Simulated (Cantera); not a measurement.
## Ignition delay

Mixture: 6.03 % CH₄, 19.8 % O₂, 74.2 % N₂, equivalence ratio 0.61, at 3.20 bar, adiabatic and at constant pressure. Ignition delay is the time to a rise of 400 K.

Cantera simulation using GRI-Mech 3.0 (53 species, 325 reactions); the numbers are that mechanism's predictions, not measurements.

```csv
T0 (K),delay (ms)
1200,12.2
1250,6.37
1300,3.44
1350,1.91
1400,1.10
1450,0.648
1500,0.396
1550,0.249
```

| Quantity | Result |
|---|---|
| apparent activation energy between 1450 and 1550 K | 180 kJ/mol |
